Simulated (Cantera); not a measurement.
What does this Cantera script print?

```python
import numpy as np
import cantera as ct

gas_names = [...]  # 92 gases of nasa_gas.yaml made of C, H, N
cond_names = """
    C(gr) C6H6(L) C7H8(L) C8H18(L),n-octa
""".split()


# ... load() reads the species with a 1 bar reference pressure and builds the phases ...
atoms = {
    'CH4': {'C': 1, 'H': 4},
    'NH3': {'N': 1, 'H': 3},
    'N2': {'N': 2},
}
top_T = {'C(gr)': 4500}  # K; cautious upper limits of use, not melting points


# ... equilibrate(T, P, feed) seeds the gas with the atoms and calls Mixture.equilibrate('TP', solver="vcs", rtol=1e-11, max_steps=5000) ...
results = []
feed = {'CH4': 1, 'NH3': 0.048, 'N2': 1.6}  # mol
P = 101325  # Pa
for T in [1675, 1725, 1775, 1825, 1875, 1925, 1975, 2025, 2075, 2125, 2175]:
    mix = equilibrate(T, P, feed)
    results.append((T, P, feed, dict(zip(mix.species_names, mix.species_moles))))
    x = sorted(zip(gas.X, gas.species_names), reverse=True)
    print(f"T = {T:g} K  P = {P:g} Pa  gas = {mix.phase_moles(0):.4g} mol")
    print("   x: " + "  ".join(f"{s} {v:.3e}" for v, s in x if v > 0.001))
    print("   condensed (mol): " + ("  ".join(f"{mix.phase(i).name} {mix.phase_moles(i):.4g}"
          for i in range(1, mix.n_phases) if mix.phase_moles(i) > 1e-12) or "none"))
```

Result:

```
T = 1675 K  P = 101325 Pa  gas = 3.695 mol
   x: H2 5.591e-01  N2 4.387e-01  HCN 1.579e-03
   condensed (mol): C(gr) 0.9923
T = 1725 K  P = 101325 Pa  gas = 3.695 mol
   x: H2 5.589e-01  N2 4.384e-01  HCN 2.075e-03
   condensed (mol): C(gr) 0.9905
T = 1775 K  P = 101325 Pa  gas = 3.695 mol
   x: H2 5.586e-01  N2 4.381e-01  HCN 2.684e-03
   condensed (mol): C(gr) 0.9881
T = 1825 K  P = 101325 Pa  gas = 3.696 mol
   x: H2 5.581e-01  N2 4.376e-01  HCN 3.422e-03
   condensed (mol): C(gr) 0.9851
T = 1875 K  P = 101325 Pa  gas = 3.696 mol
   x: H2 5.575e-01  N2 4.371e-01  HCN 4.305e-03
   condensed (mol): C(gr) 0.9813
T = 1925 K  P = 101325 Pa  gas = 3.697 mol
   x: H2 5.567e-01  N2 4.365e-01  HCN 5.348e-03
   condensed (mol): C(gr) 0.9767
T = 1975 K  P = 101325 Pa  gas = 3.697 mol
   x: H2 5.558e-01  N2 4.358e-01  HCN 6.568e-03  H 1.013e-03
   condensed (mol): C(gr) 0.9712
T = 2025 K  P = 101325 Pa  gas = 3.698 mol
   x: H2 5.546e-01  N2 4.349e-01  HCN 7.981e-03  H 1.424e-03
   condensed (mol): C(gr) 0.9645
T = 2075 K  P = 101325 Pa  gas = 3.699 mol
   x: H2 5.531e-01  N2 4.339e-01  HCN 9.600e-03  H 1.968e-03
   condensed (mol): C(gr) 0.9566
T = 2125 K  P = 101325 Pa  gas = 3.701 mol
   x: H2 5.513e-01  N2 4.327e-01  HCN 1.144e-02  H 2.679e-03
   condensed (mol): C(gr) 0.9474
T = 2175 K  P = 101325 Pa  gas = 3.702 mol
   x: H2 5.492e-01  N2 4.314e-01  HCN 1.351e-02  H 3.594e-03  C2H2,acetylene 1.226e-03  HNC 1.028e-03
   condensed (mol): C(gr) 0.9367
```

Equilibrium computed with Cantera from the NASA thermochemical tables; the gas is ideal and each condensed phase is pure.
